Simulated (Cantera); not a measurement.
Feed: 1 mol MgO, 5.8 mol CH4, 0.1 mol H2, held at 2400 K and 1.10 mbar.

Equilibrium computed with Cantera from the NASA thermochemical tables; the gas is ideal and each condensed phase is pure. Candidate condensed phases: C, C6H6, C7H8, C8H18, H2O, Mg, MgCO3, MgO, Mg(OH)2; 116 gas species. The tables' values for MgH are old estimates; treat these amounts as uncertain. Equilibrium is a limit: real reactors are often held back by kinetics, nucleation or transport.

Problem. What is the equilibrium state?

Solution. 
| Quantity | Result |
|---|---|
| x(H2) | 0.527 |
| x(H) | 0.348 |
| x(CO) | 0.0603 |
| x(Mg) | 0.0602 |
| x(C2H2 (acetylene)) | 0.00368 |
| x(C2H) | 0.000140 |
| x(C3) | 8.92e-5 |
| x(C) | 3.61e-5 |
| x(MgH) | 2.77e-5 |
| n(C(graphite)) | 4.67 mol |
| gas amount | 16.59 mol |
| log10 activity of Mg(l) (absent) | -6.20 |
